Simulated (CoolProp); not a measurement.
The numbers come from the reference Helmholtz-energy equation of state, Bücker 2006 in CoolProp.

Task: Give the vapour pressure (MPa), liquid density (kg/m³), vapour density (kg/m³), vapour viscosity (µPa s) of saturated ethane at 173 K.

Result: 
```json
[
 {"T (K)": "173", "p (MPa)": "0.0518", "liquid density (kg/m³)": "558", "vapour density (kg/m³)": "1.11", "vapour viscosity (µPa s)": "5.52"}
]
```

Viscosity comes from a separate model (Friend 1991).
